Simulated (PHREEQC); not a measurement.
**Nickel, zinc or cadmium bath (model solution)**

Make-up at 25 °C: 0.0087 mol ZnCl2, 0.025 mol KCl and 0.11 mol HCl per kg of water. Closed to the air; pH follows from the charge balance.

All values are PHREEQC results (ion-association model, phreeqc.dat), not measurements.

Precipitation was switched off in this run.

Q: Estimate the pH, density, specific conductance.

A: pH 1.05; density 1.001 g/cm³; specific conductance 42200 µS/cm.

Q: In which forms is Zn present?

A: Zn+2 87 %, ZnCl+ 11 %, ZnCl2 0.9 % of the Zn.
